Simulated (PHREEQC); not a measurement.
**Phosphoric acid bath (model solution)**

Consider water at 25 °C with 0.003 mol H3PO4 and 0.0027 mol ZnSO4 per kg of water. Closed to the air; pH follows from the charge balance.

The numbers come from PHREEQC with the ion-association model, wateq4f.dat.

Each row changes one thing in this solution. Precipitation was switched off in this run.

```json
[
 {"case": "as made", "pH": "2.71", "ionic strength (mol/kgw)": "0.0108", "H2PO4- (mol/kgw)": "0.00239", "Zn+2 (mol/kgw)": "0.00224", "SO4-2 (mol/kgw)": "0.00196", "H3PO4 (mol/kgw)": "0.000611", "SI of Goslarite (ZnSO4:7H2O)": "-3.75", "SI of Zincite(c) (ZnO)": "-8.54"},
 {"case": "H3PO4 from 0.003 to 0.0027 mol/kgw", "pH": "2.75", "ionic strength (mol/kgw)": "0.0106", "H2PO4- (mol/kgw)": "0.00219", "Zn+2 (mol/kgw)": "0.00224", "SO4-2 (mol/kgw)": "0.00198", "H3PO4 (mol/kgw)": "0.000512", "SI of Goslarite (ZnSO4:7H2O)": "-3.75", "SI of Zincite(c) (ZnO)": "-8.46"},
 {"case": "0.00021 mol/kgw Na2CO3 added", "pH": "2.78", "ionic strength (mol/kgw)": "?", "H2PO4- (mol/kgw)": "0.00246", "Zn+2 (mol/kgw)": "0.00224", "SO4-2 (mol/kgw)": "0.00199", "H3PO4 (mol/kgw)": "0.000537", "SI of Goslarite (ZnSO4:7H2O)": "-3.75", "SI of Zincite(c) (ZnO)": "-8.40"},
 {"case": "temperature from 25 to 50 °C", "pH": "2.76", "ionic strength (mol/kgw)": "0.0104", "H2PO4- (mol/kgw)": "0.00231", "Zn+2 (mol/kgw)": "0.00221", "SO4-2 (mol/kgw)": "0.00181", "H3PO4 (mol/kgw)": "0.000694", "SI of Goslarite (ZnSO4:7H2O)": "-3.99", "SI of Zincite(c) (ZnO)": "-7.21"},
 {"case": "H3PO4 replaced by K2HPO4 at the same molality", "pH": "?", "ionic strength (mol/kgw)": "0.0171", "H2PO4- (mol/kgw)": "0.000349", "Zn+2 (mol/kgw)": "0.00206", "SO4-2 (mol/kgw)": "0.00223", "H3PO4 (mol/kgw)": "5.46e-10", "SI of Goslarite (ZnSO4:7H2O)": "-3.81", "SI of Zincite(c) (ZnO)": "+1.80"},
 {"case": "ZnSO4 from 0.0027 to 0.00297 mol/kgw", "pH": "2.72", "ionic strength (mol/kgw)": "0.0116", "H2PO4- (mol/kgw)": "0.00239", "Zn+2 (mol/kgw)": "0.00244", "SO4-2 (mol/kgw)": "0.00214", "H3PO4 (mol/kgw)": "0.000605", "SI of Goslarite (ZnSO4:7H2O)": "-3.69", "SI of Zincite(c) (ZnO)": "-8.50"}
]
```

Problem. Complete the blanks.

Solution. 
- 0.00021 mol/kgw Na2CO3 added, ionic strength (mol/kgw): 0.0109
- H3PO4 replaced by K2HPO4 at the same molality, pH: 7.92

Some of these states are supersaturated (in Zn3(PO4)2:4w, Zn(OH)2-e, for instance). H3PO4, which wateq4f.dat lacks, is added to it with the constant of phreeqc.dat. Away from 25 °C the constants follow the database's enthalpies or fits; those with neither stay at their 25 °C values. The database has no phosphate complexes of Zn.
